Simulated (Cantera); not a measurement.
A perfectly stirred reactor is fed with CH4 : O2 : N2 : CO2 = 1 : 2.74 : 10.3 : 0.23 (molar parts), equivalence ratio 0.73, at 3750 Torr; it is adiabatic with a 300 K inlet, and is followed from long to short residence time, starting on the burning branch (τ in s: 0.045, 0.02, 0.0091, 0.0041, 0.0019, 0.00084, 0.00038, 0.00017, 7.6e-05, 3.4e-05, 1.5e-05).

Detailed kinetics in Cantera: GRI-Mech 3.0 (53 species, 325 reactions).

x: mole fraction; the columns are a selection and need not sum to one.

```tsv
τ (s)	T (K)	x CH4	x O2	x CO	x CO2	x C2H2	x CH2O	x H2O
0.045	1859	9.82e-6	0.0518	0.000277	0.0859	4.43e-9	1.10e-6	0.140
0.020	1857	?	0.0519	?	0.0857	?	?	0.139
0.0091	1853	3.07e-5	0.0520	0.000786	0.0853	2.26e-8	3.68e-6	0.139
0.0041	1846	5.29e-5	0.0523	0.00134	0.0847	4.29e-8	6.57e-6	0.139
0.0019	1836	8.99e-5	0.0528	0.00225	0.0837	7.52e-8	1.14e-5	0.138
0.00084	1818	?	0.0538	?	0.0818	?	?	0.138
0.00038	1789	0.000304	0.0555	0.00669	0.0787	2.47e-7	3.81e-5	0.136
0.00017	1731	0.000698	0.0595	0.0124	0.0722	6.26e-7	8.06e-5	0.134
7.6e-5	300	0.0701	0.192	<1e-12	0.0161	<1e-12	<1e-12	<1e-12
3.4e-5	300	0.0701	0.192	<1e-12	0.0161	<1e-12	<1e-12	<1e-12
1.5e-5	300	0.0701	0.192	<1e-12	0.0161	<1e-12	<1e-12	<1e-12
```

What belongs in the gaps?


- 0.020, x CH4: 1.77e-5
- 0.020, x CO: 0.000466
- 0.020, x C2H2: 1.09e-8
- 0.020, x CH2O: 2.05e-6
- 0.00084, x CH4: 0.000162
- 0.00084, x CO: 0.00389
- 0.00084, x C2H2: 1.34e-7
- 0.00084, x CH2O: 2.07e-5
